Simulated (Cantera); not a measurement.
Input (Python, Cantera):

```python
import numpy as np
import cantera as ct

gas = ct.Solution("gri30.yaml")
gas.TPX = 1175, 610, {'H2': 0.18, 'O2': 1}
reactor = ct.IdealGasConstPressureReactor(gas, energy="off", clone=False)
net = ct.ReactorNet([reactor])
net.rtol, net.atol = 1e-08, 1e-18
show = ['H2', 'O2', 'HO2', 'H', 'H2O']
times = np.geomspace(4e-06, 300, 12)

steps = ct.SolutionArray(gas, extra=["t"])
rows = []
print(f"{'t/s':>10s}{'T/K':>9s}{'P/Pa':>11s}" + "".join(f"{s:>11s}" for s in show))
for t in times:
    while net.time < t:
        t_next = net.step()
        steps.append(gas.state, t=t_next)
    rows.append([np.interp(t, steps.t, y) for y in (steps.T, steps.P, *steps(*show).X.T)])
    print(f"{t:10.3e}{rows[-1][0]:9.1f}{rows[-1][1]:11.4g}" + "".join(f"{x:11.3e}" for x in rows[-1][2:]))
rate = np.gradient(steps.T, steps.t)
print("integrator steps:", len(steps.t))
if steps.T.max() > steps.T[0] + 200:
    print(f"time of steepest temperature rise: {steps.t[rate.argmax()]:.4e} s")
gas.TPX = 1175, 610, {'H2': 0.18, 'O2': 1}
gas.equilibrate("TP")
print(f"equilibrium (TP): T = {gas.T:.1f} K  " + "  ".join(f"{s} {gas[s].X[0]:.3e}" for s in show))
```

It prints:

```
       t/s      T/K       P/Pa         H2         O2        HO2          H        H2O
 4.000e-06   1175.0        610  1.525e-01  8.475e-01  1.340e-10  1.319e-10  6.053e-14
 2.080e-05   1175.0        610  1.525e-01  8.475e-01  6.969e-10  6.492e-10  7.597e-12
 1.081e-04   1175.0        610  1.525e-01  8.475e-01  3.624e-09  3.169e-09  7.469e-10
 5.621e-04   1175.0        610  1.525e-01  8.475e-01  1.893e-08  5.970e-08  8.729e-08
 2.922e-03   1175.0        610  1.195e-01  8.279e-01  2.109e-06  1.343e-02  2.370e-02
 1.519e-02   1175.0        610  5.055e-03  7.653e-01  3.650e-06  3.856e-02  1.271e-01
 7.899e-02   1175.0        610  2.205e-03  8.091e-01  3.611e-06  9.525e-03  1.524e-01
 4.106e-01   1175.0        610  1.359e-04  8.331e-01  1.272e-06  1.370e-04  1.641e-01
 2.135e+00   1175.0        610  6.042e-06  8.347e-01  1.228e-07  1.306e-06  1.650e-01
 1.110e+01   1175.0        610  5.496e-07  8.348e-01  1.546e-08  3.646e-08  1.651e-01
 5.770e+01   1175.0        610  7.737e-08  8.348e-01  6.798e-09  1.944e-09  1.651e-01
 3.000e+02   1175.0        610  1.991e-08  8.349e-01  9.668e-09  2.549e-10  1.651e-01
integrator steps: 2233
equilibrium (TP): T = 1175.0 K  H2 1.741e-08  O2 8.349e-01  HO2 1.021e-08  H 2.085e-10  H2O 1.651e-01
```

Cantera simulation using GRI-Mech 3.0 (53 species, 325 reactions); the numbers are that mechanism's predictions, not measurements. Radical loss at walls, strong at low pressure, is not modelled. The temperature is held fixed by assumption; the heat of reaction is taken as removed at once.
